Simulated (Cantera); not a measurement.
Thermodynamics of aluminium and copper etching, feed Al + Cl2 + N2

Feed: 1 mol Al, 2.3 mol Cl2, 0.29 mol N2, at 0.133 bar.

These are equilibrium values from Cantera (NASA tables, ideal gas, pure condensed phases), not measurements of a reactor. Candidate condensed phases: Al, AlCl3, AlN; 11 gas species. The numbers say what is thermodynamically allowed, not how fast it happens.

```tsv
T (K)	log p Cl2	log p AlCl3	log p Al2Cl6	log p N2	log p Cl	n AlCl3(s)
400	-1.07	-5.13	-1.74	-1.51	<-12	0.656
475	-1.17	-3.67	-1.38	-1.61	-11.10	0
550	-1.18	-2.75	-1.39	-1.62	-9.27	0
625	-1.19	-2.08	-1.44	-1.63	-7.87	0
700	-1.22	-1.61	-1.59	-1.66	-6.79	0
775	-1.25	-1.34	-1.91	-1.69	-5.92	0
850	-1.28	-1.24	-2.41	-1.72	-5.19	0
925	-1.29	-1.21	-2.93	-1.73	-4.58	0
1000	-1.29	-1.20	-3.40	-1.73	-4.06	0
1075	-1.29	-1.20	-3.81	-1.73	-3.60	0
1150	-1.30	-1.20	-4.17	-1.73	-3.21	0
1225	-1.30	-1.20	-4.49	-1.73	-2.86	0
1300	-1.31	-1.20	-4.76	-1.74	-2.56	0
1375	-1.32	-1.20	-5.01	-1.74	-2.29	0
```
log p: log10 of the partial pressure in bar; n: condensed amount in mol.

At 400 K the condensed part is AlCl3(s). From 475 K to 1375 K nothing is condensed. The main Al-bearing gas is Al2Cl6 at 400 K and AlCl3 at 1375 K.
